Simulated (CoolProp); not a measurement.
Vapour-liquid equilibrium of diethyl ether (1) + ethanol (2) at 1.66 MPa; x and y are mole fractions of (1).

Computed with CoolProp (multi-fluid Helmholtz-energy mixture model, Thol 2014 and Schroeder 2014; pair parameters Bell 2016).

| x | bubble temperature, mixture model (°C) | bubble temperature, Raoult's law (°C) | y, mixture model | y, Raoult's law |
|---|---|---|---|---|
| 0.05 | 169.2 | 170.7 | 0.095 | 0.076 |
| 0.2 | 161.8 | 166.9 | 0.323 | 0.287 |
| 0.35 | 156.1 | 163.0 | 0.486 | 0.471 |
| 0.5 | 152.0 | 159.1 | 0.610 | 0.629 |
| 0.65 | 149.0 | 155.2 | 0.717 | 0.764 |
| 0.8 | 147.0 | 151.2 | 0.825 | 0.878 |
| 0.95 | 146.0 | 147.3 | 0.951 | 0.972 |

The largest gap from Raoult's law is -7.1 K in bubble temperature, at x = 0.5. No azeotrope shows between x = 0.05 and 0.95.

The pair parameters rest on a limited set of measurements; away from them the model extrapolates.
